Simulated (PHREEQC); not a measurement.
A column of 0.5 m (40 cells, dispersivity 0.025 m, 60 s a shift, diffusion coefficient 3e-10 m²/s) holds 0.094 eq of the database's cation exchanger X per kg of pore water, first in equilibrium with 0.00045 mol/kgw Na2SO4, 0.0048 mol/kgw ZnSO4 and 1e-05 mol/kgw HCl. It is flushed with 49 mmol/kgw CdCl2 and 0.01 mmol/kgw HCl, at 15 °C. Values are for the last cell. CO2 from the air is kept out. Precipitation was switched off in this run.

The series has 33 steps of pore volumes, from 0 to 4.013.

Computed with PHREEQC (ion-association model, phreeqc.dat).

Q: After how many pore volumes does Cd at the outlet first reach half of its feed value?

A: By 1.6 pore volumes.
